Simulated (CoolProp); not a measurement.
Properties of fluorine along the isobar 18500 kPa (Tc = 144.4 K, pc = 5240 kPa, ω = 0.045).

Model: reference Helmholtz-energy equation of state, de Reuck 1990, in CoolProp.

```
T (K)          phase  density (kg/m³)  Joule-Thomson coefficient (K/MPa)  expansivity (1/kK)
-----  -------------  ---------------  ---------------------------------  ------------------
94            liquid             1491                            -0.2792                   …
108.8         liquid             1395                            -0.2282               4.843
123.5         liquid             1291                                  …               5.725
138.2         liquid                …                           -0.01245               7.066
152.9  supercritical                …                             0.2260               9.208
167.6  supercritical            893.6                             0.6132               12.11
182.3  supercritical            735.9                              1.085               13.81
197    supercritical                …                              1.405               12.41
211.7  supercritical            512.6                              1.533               10.25
226.4  supercritical            446.9                                  …                   …
241.2  supercritical            398.1                                  …               7.164
255.9  supercritical            361.1                              1.395               6.160
270.6  supercritical            331.8                              1.278               5.395
285.3  supercritical            307.9                              1.157               4.804
300    supercritical            287.9                              1.041               4.340
```

**Question.** Some entries are withheld; supply them.

**Answer.** 
- 94, expansivity (1/kK): 4.189
- 123.5, Joule-Thomson coefficient (K/MPa): -0.1481
- 138.2, density (kg/m³): 1176
- 152.9, density (kg/m³): 1045
- 197, density (kg/m³): 605.3
- 226.4, Joule-Thomson coefficient (K/MPa): 1.549
- 226.4, expansivity (1/kK): 8.501
- 241.2, Joule-Thomson coefficient (K/MPa): 1.493
